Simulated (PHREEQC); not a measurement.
Solution (3.6 °C): 0.15 mol/kgw CsBr and 0.00078 mol/kgw H2SeO3. It is in equilibrium with CO2 at log p = -2 (atm). Otherwise closed; pH follows from the charge balance.

The numbers come from PHREEQC with the ion-association model, wateq4f.dat.

No solid was allowed to form.

### Question
Predict the pH.

### Answer
pH 3.28.

### Question
In which forms is Se present?

### Answer
HSeO3- 82 %, H2SeO3 18 % of the Se.

Complexes and solids missing from the database can't appear. At this temperature some constants are extrapolated from 25 °C, and those without enthalpy data are left unchanged.
